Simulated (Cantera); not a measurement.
Feed: 1 mol SiCl4, 0.59 mol HCl, 12 mol H2, at 723 K and 5.20 bar.

These are equilibrium values from Cantera (NASA tables, ideal gas, pure condensed phases), not measurements of a reactor. Candidate condensed phases: Si; 19 gas species. Rates play no part.

### Question
What is the equilibrium state?

### Answer
```json
{
 "x(H2)": "0.883",
 "x(SiCl4)": "0.0731",
 "x(HCl)": "0.0439",
 "x(SiHCl3)": "0.000440",
 "gas_amount": "13.59 mol",
 "log10 activity of Si(s) (absent)": "-8.89"
}
```
